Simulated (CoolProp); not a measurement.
Saturated liquid density (kg/m³) of ethane: the reference equation beside estimates from Tc = 305.3 K, pc = 48.72 bar, ω = 0.099. Rackett uses Z = 0.29056 − 0.08775 ω.

Model: reference Helmholtz-energy equation of state, Bücker 2006, in CoolProp.

```csv
T (K),reference,Rackett,van der Waals,Redlich-Kwong,Peng-Robinson
162.4,570.7,567.4,371.5,550.4,620.3
177.3,552.8,549.8,360.3,531.6,601.5
192.2,534.1,531.3,348.4,511.0,580.6
207,514.6,511.7,?,488.5,557.3
221.9,493.5,490.7,321.5,463.5,530.8
236.8,470.5,?,305.9,435.6,500.5
251.7,?,442.4,288.4,404.0,465.3
266.6,?,413.1,268.0,367.3,423.2
```

Some entries are withheld; supply them.


- 207, van der Waals: 335.6
- 236.8, Rackett: 467.8
- 251.7, reference: 445.0
- 266.6, reference: 415.3

Absolute difference from the reference over all 8 rows, mean and median: Rackett 0.6 and 0.6 %, van der Waals 35.0 and 34.9 %, Redlich-Kwong 6.4 and 5.6 %, Peng-Robinson 6.9 and 7.9 %.
